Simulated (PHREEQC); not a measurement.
Dissolve 74 mmol/kgw Al2(SO4)3, 100 mmol/kgw ZnCl2, 2 mmol/kgw H2SO4 and 1.8 mmol/kgw NaCl at 25 °C and 300 atm. Closed to the air; pH follows from the charge balance.

Equilibrium calculation in PHREEQC: ion-association model, phreeqc.dat.

Q: The ionic strength comes out as 0.532 mol/kgw. What activity coefficients do Cl-, Al(SO4)2-, NaSO4-, H+, HSO4- get?

A: Cl- 0.65, Al(SO4)2- 0.67, NaSO4- 0.69, H+ 0.77, HSO4- 0.74.

No solid was allowed to form. Under pressure, the constants of complexes without a molar volume in the database are unreliable.
